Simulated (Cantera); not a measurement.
A Cantera script and its output.

```python
import numpy as np
import cantera as ct

gas = ct.Solution("gri30.yaml")
gas.TPX = 1623, 280000, {'C2H4': 1, 'O2': 1.5, 'N2': 5.64, 'H2O': 0.87}
reactor = ct.IdealGasReactor(gas, energy="on", clone=False)
net = ct.ReactorNet([reactor])
net.rtol, net.atol = 1e-08, 1e-16
show = ['C2H4', 'O2', 'H2O', 'H2O2', 'H2']
times = np.geomspace(1e-06, 1, 15)

steps = ct.SolutionArray(gas, extra=["t"])
rows = []
print(f"{'t/s':>10s}{'T/K':>9s}{'P/Pa':>11s}" + "".join(f"{s:>11s}" for s in show))
for t in times:
    while net.time < t:
        t_next = net.step()
        steps.append(gas.state, t=t_next)
    rows.append([np.interp(t, steps.t, y) for y in (steps.T, steps.P, *steps(*show).X.T)])
    print(f"{t:10.3e}{rows[-1][0]:9.1f}{rows[-1][1]:11.4g}" + "".join(f"{x:11.3e}" for x in rows[-1][2:]))
rate = np.gradient(steps.T, steps.t)
print("integrator steps:", len(steps.t))
if steps.T.max() > steps.T[0] + 200:
    print(f"time of steepest temperature rise: {steps.t[rate.argmax()]:.4e} s")
gas.TPX = 1623, 280000, {'C2H4': 1, 'O2': 1.5, 'N2': 5.64, 'H2O': 0.87}
gas.equilibrate("UV")
print(f"equilibrium (UV): T = {gas.T:.1f} K  " + "  ".join(f"{s} {gas[s].X[0]:.3e}" for s in show))
```

It prints:

```
       t/s      T/K       P/Pa       C2H4         O2        H2O       H2O2         H2
 1.000e-06   1622.9    2.8e+05  1.110e-01  1.665e-01  9.656e-02  4.177e-09  1.555e-05
 2.683e-06   1623.0    2.8e+05  1.108e-01  1.664e-01  9.657e-02  3.642e-07  9.582e-05
 7.197e-06   2979.2  6.006e+05  2.716e-05  6.057e-03  1.546e-01  7.609e-07  9.528e-02
 1.931e-05   3028.5    6.2e+05  5.441e-17  4.645e-04  1.377e-01  1.308e-07  1.156e-01
 5.179e-05   3013.3  6.175e+05  4.062e-17  5.043e-04  1.369e-01  1.349e-07  1.155e-01
 1.389e-04   3010.3  6.169e+05  4.165e-17  4.907e-04  1.366e-01  1.322e-07  1.159e-01
 3.728e-04   3008.7  6.166e+05  4.225e-17  4.834e-04  1.365e-01  1.308e-07  1.161e-01
 1.000e-03   3008.6  6.166e+05  4.228e-17  4.830e-04  1.365e-01  1.307e-07  1.161e-01
 2.683e-03   3008.6  6.166e+05  4.228e-17  4.830e-04  1.365e-01  1.307e-07  1.161e-01
 7.197e-03   3008.6  6.166e+05  4.228e-17  4.830e-04  1.365e-01  1.307e-07  1.161e-01
 1.931e-02   3008.6  6.166e+05  4.228e-17  4.830e-04  1.365e-01  1.307e-07  1.161e-01
 5.179e-02   3008.6  6.166e+05  4.228e-17  4.830e-04  1.365e-01  1.307e-07  1.161e-01
 1.389e-01   3008.6  6.166e+05  4.228e-17  4.830e-04  1.365e-01  1.307e-07  1.161e-01
 3.728e-01   3008.6  6.166e+05  4.228e-17  4.830e-04  1.365e-01  1.307e-07  1.161e-01
 1.000e+00   3008.6  6.166e+05  4.228e-17  4.830e-04  1.365e-01  1.307e-07  1.161e-01
integrator steps: 1439
time of steepest temperature rise: 6.5718e-06 s
equilibrium (UV): T = 3008.6 K  C2H4 4.534e-17  O2 4.830e-04  H2O 1.365e-01  H2O2 1.307e-07  H2 1.161e-01
```

Cantera simulation using GRI-Mech 3.0 (53 species, 325 reactions); the numbers are that mechanism's predictions, not measurements. GRI-Mech 3.0 was tuned for natural gas; its chemistry of ethylene as a main component is partial and can be far from experiment. Above 3000 K some thermodynamic fits are extrapolated.
